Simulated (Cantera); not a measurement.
# Ignition delay

Mixture: CH3OH : O2 : N2 : H2 = 1 : 2 : 5.6 : 0.43 (molar parts), at 0.632 atm, adiabatic and at constant pressure. Ignition delay is the time to a rise of 400 K.

Model: GRI-Mech 3.0 (53 species, 325 reactions), integrated in Cantera. GRI-Mech 3.0 was tuned for natural gas; its chemistry of methanol as a main component is partial and can be far from experiment.

```csv
T0 (K),delay (ms)
1198,10.2
1248,5.02
1298,2.59
1348,1.41
1398,0.805
1448,0.482
1498,0.301
1548,0.195
1598,0.131
1648,0.0910
```

```json
{
 "apparent activation energy between 1548 and 1648 K": "160 kJ/mol"
}
```
